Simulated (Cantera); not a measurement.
A closed system holds: 1 mol B₂O₃, 44 mol HF, 0.24 mol H₂, held at 1427 °C and 17.0 Pa.

These are equilibrium values from Cantera (NASA tables, ideal gas, pure condensed phases), not measurements of a reactor. Candidate condensed phases: B, B₂O₃, B₃O₃H₃, H₂O; 43 gas species. Kinetics and transport are ignored.

Base state: HF 0.928, BOF 0.0435, H₂O 0.0217, H₂ 0.00511, H 0.000807, HBO₂ 0.000377, BF₃ 0.000294, OH 0.000178 (mole fractions); condensed: gas only.

Task: What changes in the equilibrium state with this change: H₂ from 0.24 to 1.9 mol?

Result: 
```tsv
species	before	after
HF	0.928	0.895
BOF	0.0435	0.0420
H₂	0.00511	0.0394
H₂O	0.0217	0.0211
O₂	4.30e-5	6.84e-7
O	2.25e-5	2.84e-6
F	1.44e-5	5.00e-6
```

Task: What changes in the equilibrium state with this change: temperature from 1427 °C to 952 °C?

Result: 
| species | before | after |
|---|---|---|
| HF | 0.928 | 0.898 |
| H₂O | 0.0217 | 0.0506 |
| BF₃ | 0.000294 | 0.0281 |
| BOF | 0.0435 | 0.0170 |
| O₂ | 4.30e-5 | <1e-9 |
| O | 2.25e-5 | <1e-9 |
| F | 1.44e-5 | <1e-9 |
| OH | 0.000178 | 1.49e-7 |
| H | 0.000807 | 1.77e-6 |

Task: What changes in the equilibrium state with this change: temperature from 1427 °C to 875 °C?

Result: 
| species | before | after |
|---|---|---|
| HF | 0.928 | 0.886 |
| H₂O | 0.0217 | 0.0622 |
| BF₃ | 0.000294 | 0.0394 |
| BOF | 0.0435 | 0.00646 |
| O₂ | 4.30e-5 | <1e-9 |
| O | 2.25e-5 | <1e-9 |
| F | 1.44e-5 | <1e-9 |
| OH | 0.000178 | 2.76e-8 |
